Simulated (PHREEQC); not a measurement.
# Metal-bearing waste water (model solution)

A solution holds 0.0022 mol/kgw ZnSO4 and 7.8e-05 mol/kgw ZnCl2, at 25 °C. Closed to the air; pH follows from the charge balance.

Computed with PHREEQC (ion-association model, phreeqc.dat).

Each row changes one thing in this solution. Precipitation was switched off in this run.

| case | pH | ionic strength (mol/kgw) | Zn+2 (mol/kgw) | SO4-2 (mol/kgw) | ZnSO4 (mol/kgw) | Zn(SO4)2-2 (mol/kgw) |
|---|---|---|---|---|---|---|
| as made | 5.94 | 0.00745 | 0.00188 | 0.00180 | 0.000389 | 5.74e-6 |
| ZnSO4 from 0.0022 to 0.0044 mol/kgw | … | 0.0135 | 0.00340 | 0.00330 | 0.00105 | 2.84e-5 |
| ZnCl2 left out | … | 0.00726 | 0.00181 | 0.00181 | 0.000380 | 5.63e-6 |
| temperature from 25 to 80 °C | … | 0.00711 | 0.00179 | 0.00172 | 0.000472 | 4.66e-6 |
| temperature from 25 to 65 °C | … | 0.00719 | 0.00181 | 0.00173 | 0.000454 | 4.93e-6 |

Problem. Some entries are withheld; supply them.

Solution. 
- ZnSO4 from 0.0022 to 0.0044 mol/kgw, pH: 5.85
- ZnCl2 left out, pH: 5.95
- temperature from 25 to 80 °C, pH: 5.25
- temperature from 25 to 65 °C, pH: 5.41

At this temperature some constants are extrapolated from 25 °C, and those without enthalpy data are left unchanged.
